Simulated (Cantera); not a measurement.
Feed: 1 mol Si, 2.3 mol CO2, 28 mol H2, at 1198.15 K and 1700 Pa.

These are equilibrium values from Cantera (NASA tables, ideal gas, pure condensed phases), not measurements of a reactor. Candidate condensed phases: C, C6H6, C7H8, C8H18, H2O, Si, SiC, SiO2; 123 gas species. The tables hold silica as quartz up to 1696 K and as liquid above; real silica turns to tridymite and cristobalite and melts near 1996 K. Equilibrium is a limit: real reactors are often held back by kinetics, nucleation or transport.

Base state: H2 0.915, CO 0.0753, H2O 0.00934, CO2 0.000563 (mole fractions); condensed: SiO2(β-quartz).

**Question.** What changes in the equilibrium state with this change: CO2 from 2.3 to 0.1 mol?

**Answer.** 
| species | before | after |
|---|---|---|
| H2 | 0.915 | 1.000 |
| SiO | <1e-9 | 2.99e-5 |
| CO | 0.0753 | 2.08e-7 |
| H2O | 0.00934 | 5.62e-8 |
| CO2 | 0.000563 | <1e-9 |
| SiO2(β-quartz), mol | 1.00 | 0.0996 |
| Si(s), mol | 0 | 0.800 |
| SiC(s), mol | 0 | 0.1000 |
Mutual solubility and eutectic melting of coexisting phases are not modelled.
